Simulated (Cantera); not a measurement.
Charge: 1 mol CH4, a varied amount of H2, 23 mol N2, 0.011 mol NH3, equilibrated at 74.0 mbar.

These are equilibrium values from Cantera (NASA tables, ideal gas, pure condensed phases), not measurements of a reactor. Candidate condensed phases: C, C6H6, C7H8, C8H18; 92 gas species. Equilibrium is a limit: real reactors are often held back by kinetics, nucleation or transport.

Task: What condenses at these points (T in °C, n(H2) in mol): (1850, 22); (1350, 36); (2250, 72); (1450, 58); (1350, 72)?

Result: 
```csv
T (°C),n(H2) in mol,condensed phases,C condensed (%)
1850,22,C,34.6
1350,36,C,92.3
2250,72,gas only,0.0
1450,58,C,82.7
1350,72,C,88.9
```
